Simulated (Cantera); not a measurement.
A closed system holds: 1 mol Si, 1.6 mol H2O, 91 mol N2, held at 1.40 bar.

Cantera equilibrium calculation (NASA polynomials, part measured and part estimated; ideal gas, pure solids and liquids). Candidate condensed phases: H2O, Si, SiO2, Si2N2O, Si3N4; 35 gas species. N2 is the only nitrogen source here; it is nearly inert below about 1500 K, so the nitride shown seldom forms there in practice. Mutual solubility and eutectic melting of coexisting phases are not modelled. The tables hold silica as quartz up to 1696 K and as liquid above; real silica turns to tridymite and cristobalite and melts near 1996 K. The numbers say what is thermodynamically allowed, not how fast it happens. All values below are at 1223 K.

Base state: N2 0.983, H2 0.0173 (mole fractions); condensed: SiO2(β-quartz) + Si2N2O(s).

Question: What changes in the equilibrium state with this change: Si replaced by Si3N4?

Answer: 
| species | before | after |
|---|---|---|
| N2 | 0.983 | 0.983 |
| H2 | 0.0173 | 0.0172 |
| SiO2(β-quartz), mol | 0.733 | 0.0662 |
| Si2N2O(s), mol | 0.134 | 1.47 |
